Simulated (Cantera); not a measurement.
**Low-pressure radical oxidation in H2/O2**

An isothermal, constant-pressure homogeneous reactor starts with 2.63 % H2, 97.4 % O2, equivalence ratio 0.013, at 1000 K and 7.20 Torr.

Detailed kinetics in Cantera: GRI-Mech 3.0 (53 species, 325 reactions). Radical loss at walls, strong at low pressure, is not modelled.

| t (s) | x H2 | x O2 | x H2O | x H | x H2O2 |
|---|---|---|---|---|---|
| 5.00e-5 | 0.0263 | 0.974 | <1e-12 | 7.89e-12 | <1e-12 |
| 0.000198 | 0.0263 | 0.974 | 3.45e-12 | 2.46e-11 | <1e-12 |
| 0.000783 | 0.0263 | 0.974 | 1.21e-10 | 9.43e-11 | <1e-12 |
| 0.00310 | 0.0263 | 0.974 | 1.05e-8 | 3.01e-9 | <1e-12 |
| 0.0122 | 0.0219 | 0.971 | 0.00335 | 0.00107 | 4.81e-8 |
| 0.0485 | 0.000195 | 0.964 | 0.0252 | 0.00155 | 3.52e-8 |
| 0.192 | 3.45e-5 | 0.972 | 0.0264 | 0.000118 | 3.28e-8 |
| 0.758 | 2.79e-6 | 0.973 | 0.0266 | 2.99e-6 | 2.21e-8 |
| 3.00 | 2.13e-7 | 0.973 | 0.0266 | 7.21e-8 | 8.78e-9 |
x: mole fraction; the columns are a selection and need not sum to one.

Equilibrium at this temperature and pressure: H2 2.42e-11, O2 0.973, H2O 0.0266, H <1e-12, H2O2 7.25e-12 (gas phase only).
